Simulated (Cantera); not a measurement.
An adiabatic, constant-pressure homogeneous reactor starts with CH₄ : O₂ : N₂ = 1 : 4.65 : 17.5 (molar parts), equivalence ratio 0.43, at 1448 K and 0.720 bar. Integrator tolerance rtol = 1e-08.

Cantera simulation using GRI-Mech 3.0 (53 species, 325 reactions); the numbers are that mechanism's predictions, not measurements.

```
quantity                                                            before                                    after
---------------------------------  ---------------------------------------  ---------------------------------------
time of steepest temperature rise                                  1.89 ms                                  2.63 ms
temperature at 5.00 s                                               2280 K                                   2698 K
equilibrium temperature                                             2280 K                                   2698 K
x(CH₄) at 5.00 s                     <1e-12 (gas-phase equilibrium <1e-12)    <1e-12 (gas-phase equilibrium <1e-12)
x(O₂) at 5.00 s                        0.108 (gas-phase equilibrium 0.108)    0.0169 (gas-phase equilibrium 0.0169)
x(HCN) at 5.00 s                     <1e-12 (gas-phase equilibrium <1e-12)  1.00e-9 (gas-phase equilibrium 1.00e-9)
x(NO) at 5.00 s                      0.0105 (gas-phase equilibrium 0.0105)  0.00838 (gas-phase equilibrium 0.00838)
x(H₂O₂) at 5.00 s                  9.67e-8 (gas-phase equilibrium 9.67e-8)  1.76e-7 (gas-phase equilibrium 1.76e-7)
```

Task: What was changed between the two runs?
(A) CH4 1 to 1.8 parts
(B) CH4 1 to 2.4 parts
(C) initial temperature 1448 to 1375 K
(D) CH4 1 to 0.65 parts

Result: B, CH4 1 to 2.4 parts
